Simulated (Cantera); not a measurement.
Source: NASA polynomial tables (part measured, part estimated), evaluated in Cantera. Values are per mole of reaction as written; species without (g) are pure solids or liquids, kept so even where they would boil at 1 bar.

Problem. Between 548 and 1548 K, where is each reaction favourable under standard conditions?
- Nb₂O₅ + 2 H(g) = H₂O(g) + 2 NbO₂

Solution. 
- Nb₂O₅ + 2 H(g) = H₂O(g) + 2 NbO₂: ΔG° is -328 kJ at 548 K and -239 kJ at 1548 K; it stays negative (K > 1). ΔH° is -376 kJ and ΔS° -88 J/K at 1548 K.
